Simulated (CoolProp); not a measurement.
Hydrogen chloride along the isobar 8.62 MPa: density (kg/m³) from the reference equation and from simpler models built on Tc = 324.7 K, pc = 8.314 MPa, ω = 0.130; each cubic takes its own stable root.

Values from CoolProp's reference Helmholtz-energy equation of state, Thol 2018.

```
T (K)          phase  reference
-----  -------------  ---------
188           liquid       1196
216.7         liquid       1126
245.5         liquid       1046
274.2         liquid      952.1
302.9         liquid      823.4
331.7  supercritical      244.0
360.4  supercritical      153.9
389.1  supercritical      125.9
417.8  supercritical      109.4
446.6  supercritical      97.86
475.3  supercritical      89.08
504    supercritical      82.05
```

Task: How far does each simpler model (van der Waals, Redlich-Kwong, Soave-Redlich-Kwong) lie from the reference over these 12 states: mean and median of the absolute difference, and the worst?

Result: 
- van der Waals: mean 17.7 %, median 4.7 %, worst -40.1 % at 188 K and 8.62 MPa
- Redlich-Kwong: mean 7.1 %, median 3.5 %, worst -19.9 % at 302.9 K and 8.62 MPa
- Soave-Redlich-Kwong: mean 7.8 %, median 5.4 %, worst -18.4 % at 302.9 K and 8.62 MPa
